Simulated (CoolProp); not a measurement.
Aqueous potassium formate as a coolant, at 23 °C, 1 atm.

The numbers come from the Melinder's fits for secondary coolants in CoolProp.

```json
[
 {"mass %": "3.5", "freezing point (°C)": "___", "density (kg/m³)": "___", "viscosity (mPa s)": "1.01", "cp (kJ/(kg K))": "4.049", "conductivity (W/(m K))": "0.595"},
 {"mass %": "7.4", "freezing point (°C)": "-3.5", "density (kg/m³)": "1043", "viscosity (mPa s)": "1.06", "cp (kJ/(kg K))": "3.905", "conductivity (W/(m K))": "0.587"},
 {"mass %": "11.4", "freezing point (°C)": "-5.7", "density (kg/m³)": "1067", "viscosity (mPa s)": "1.12", "cp (kJ/(kg K))": "3.761", "conductivity (W/(m K))": "0.579"},
 {"mass %": "15.3", "freezing point (°C)": "-8.2", "density (kg/m³)": "1091", "viscosity (mPa s)": "1.18", "cp (kJ/(kg K))": "3.623", "conductivity (W/(m K))": "0.572"},
 {"mass %": "19.2", "freezing point (°C)": "-11.0", "density (kg/m³)": "1116", "viscosity (mPa s)": "1.26", "cp (kJ/(kg K))": "3.489", "conductivity (W/(m K))": "0.565"},
 {"mass %": "23.1", "freezing point (°C)": "-14.2", "density (kg/m³)": "1141", "viscosity (mPa s)": "1.36", "cp (kJ/(kg K))": "3.360", "conductivity (W/(m K))": "0.558"},
 {"mass %": "27.1", "freezing point (°C)": "-18.0", "density (kg/m³)": "1168", "viscosity (mPa s)": "___", "cp (kJ/(kg K))": "3.234", "conductivity (W/(m K))": "0.551"},
 {"mass %": "31", "freezing point (°C)": "-22.3", "density (kg/m³)": "1196", "viscosity (mPa s)": "1.59", "cp (kJ/(kg K))": "3.119", "conductivity (W/(m K))": "0.543"},
 {"mass %": "34.9", "freezing point (°C)": "-27.3", "density (kg/m³)": "___", "viscosity (mPa s)": "1.71", "cp (kJ/(kg K))": "3.012", "conductivity (W/(m K))": "0.534"}
]
```

Some entries are withheld; supply them.


- 3.5, freezing point (°C): -1.5
- 3.5, density (kg/m³): 1020
- 27.1, viscosity (mPa s): 1.47
- 34.9, density (kg/m³): 1223
